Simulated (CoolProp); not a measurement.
Saturation properties of R1132(E) (Tc = 75.7 °C, pc = 5174 kPa, ω = 0.245).

Model: reference Helmholtz-energy equation of state, Akasaka 2024, in CoolProp.

```csv
T (°C),p (kPa),liquid density (kg/m³),vapour density (kg/m³),liquid cp (kJ/(kg K))
1.55,856.3,997.4,28.18,1.754
6.45,992.6,981.8,32.70,1.779
11.35,1144,965.6,37.81,1.808
16.15,1309,949.1,43.48,1.841
21.05,1494,931.4,50.03,1.882
25.95,1699,912.8,57.46,1.930
30.75,1918,893.5,65.73,1.986
35.65,2163,872.6,75.38,2.057
40.45,2424,850.7,86.25,2.142
45.35,2715,826.5,99.11,2.254
50.25,3031,800.1,114.2,2.403
55.05,3368,771.4,132.0,2.610
59.95,3740,738.2,154.2,2.938
64.85,4144,698.6,183.0,3.539
```
